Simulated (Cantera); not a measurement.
An adiabatic, constant-volume homogeneous reactor starts with CH4 : H2 : O2 : N2 = 1 : 0.31 : 1.03 : 7.9 (molar parts), equivalence ratio 2.1, at 1650 K and 2780 Torr. Integrator tolerance rtol = 1e-08.

Cantera simulation using GRI-Mech 3.0 (53 species, 325 reactions); the numbers are that mechanism's predictions, not measurements.

What does this change do: initial temperature 1650 to 1325 K?


```json
[
 {"quantity": "time of steepest temperature rise", "before": "0.114 ms", "after": "1.48 ms"},
 {"quantity": "temperature at 4.00 s", "before": "2551 K", "after": "2265 K"},
 {"quantity": "equilibrium temperature", "before": "2551 K", "after": "2265 K"},
 {"quantity": "x(CH4) at 4.00 s", "before": "1.62e-10 (gas-phase equilibrium 1.82e-10)", "after": "7.39e-10 (gas-phase equilibrium 8.38e-10)"},
 {"quantity": "x(H2) at 4.00 s", "before": "0.119 (gas-phase equilibrium 0.119)", "after": "0.121 (gas-phase equilibrium 0.121)"},
 {"quantity": "x(O2) at 4.00 s", "before": "4.70e-6 (gas-phase equilibrium 4.70e-6)", "after": "2.03e-7 (gas-phase equilibrium 2.03e-7)"},
 {"quantity": "x(CO2) at 4.00 s", "before": "0.00900 (gas-phase equilibrium 0.00900)", "after": "0.0100 (gas-phase equilibrium 0.0100)"},
 {"quantity": "x(C2H6) at 4.00 s", "before": "<1e-12 (gas-phase equilibrium <1e-12)", "after": "<1e-12 (gas-phase equilibrium <1e-12)"},
 {"quantity": "x(CH2) at 4.00 s", "before": "6.38e-12 (gas-phase equilibrium 7.07e-12)", "after": "1.62e-12 (gas-phase equilibrium 1.83e-12)"}
]
```

What does this change do: constant pressure in place of constant volume?


```csv
quantity,before,after
time of steepest temperature rise,0.114 ms,0.129 ms
temperature at 4.00 s,2551 K,2340 K
equilibrium temperature,2551 K,2340 K
x(CH4) at 4.00 s,1.62e-10 (gas-phase equilibrium 1.82e-10),1.43e-10 (gas-phase equilibrium 1.62e-10)
x(H2) at 4.00 s,0.119 (gas-phase equilibrium 0.119),0.120 (gas-phase equilibrium 0.120)
x(O2) at 4.00 s,4.70e-6 (gas-phase equilibrium 4.70e-6),9.13e-7 (gas-phase equilibrium 9.13e-7)
x(CO2) at 4.00 s,0.00900 (gas-phase equilibrium 0.00900),0.00974 (gas-phase equilibrium 0.00974)
x(C2H6) at 4.00 s,<1e-12 (gas-phase equilibrium <1e-12),<1e-12 (gas-phase equilibrium <1e-12)
x(CH2) at 4.00 s,6.38e-12 (gas-phase equilibrium 7.07e-12),1.32e-12 (gas-phase equilibrium 1.48e-12)
```

What does this change do: pressure from 2780 Torr to 14300 Torr?


```csv
quantity,before,after
time of steepest temperature rise,0.114 ms,31.9 µs
temperature at 4.00 s,2551 K,2571 K
equilibrium temperature,2551 K,2571 K
x(CH4) at 4.00 s,1.62e-10 (gas-phase equilibrium 1.82e-10),4.11e-9 (gas-phase equilibrium 4.58e-9)
x(H2) at 4.00 s,0.119 (gas-phase equilibrium 0.119),0.119 (gas-phase equilibrium 0.119)
x(O2) at 4.00 s,4.70e-6 (gas-phase equilibrium 4.70e-6),1.09e-6 (gas-phase equilibrium 1.09e-6)
x(CO2) at 4.00 s,0.00900 (gas-phase equilibrium 0.00900),0.00894 (gas-phase equilibrium 0.00894)
x(C2H6) at 4.00 s,<1e-12 (gas-phase equilibrium <1e-12),<1e-12 (gas-phase equilibrium <1e-12)
x(CH2) at 4.00 s,6.38e-12 (gas-phase equilibrium 7.07e-12),3.66e-11 (gas-phase equilibrium 4.05e-11)
```
The pressure lies above the range GRI-Mech 3.0 was tuned for (to about 10 atm).
